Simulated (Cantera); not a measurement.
An isothermal, constant-pressure homogeneous reactor starts with 22.2 % N2O, 77.8 % N2, at 1100 K and 1.60 bar.

Model: GRI-Mech 3.0 (53 species, 325 reactions), integrated in Cantera. GRI-Mech 3.0 was tuned for natural gas; its chemistry of N2O as a main component is partial and can be far from experiment. The mechanism lacks the step 2 NO + O2 → 2 NO2, which can matter for NO2 below about 1400 K. The temperature is held fixed by assumption; the heat of reaction is taken as removed at once.

Question: Predict: x(N2O) at 40.0 s; x(O2) at 40.0 s; x(N2) at 40.0 s; x(NO2) at 40.0 s; x(NO) at 40.0 s; x(O) at 40.0 s.

Answer: 
| Quantity | Value |
|---|---|
| x(N2O) at 40.0 s | 0.0108 (gas-phase equilibrium 6.40e-9) |
| x(O2) at 40.0 s | 0.0908 (gas-phase equilibrium 0.1000) |
| x(N2) at 40.0 s | 0.890 (gas-phase equilibrium 0.900) |
| x(NO2) at 40.0 s | 0.000183 (gas-phase equilibrium 1.57e-6) |
| x(NO) at 40.0 s | 0.00830 (gas-phase equilibrium 6.30e-5) |
| x(O) at 40.0 s | 2.10e-8 (gas-phase equilibrium 6.28e-10) |
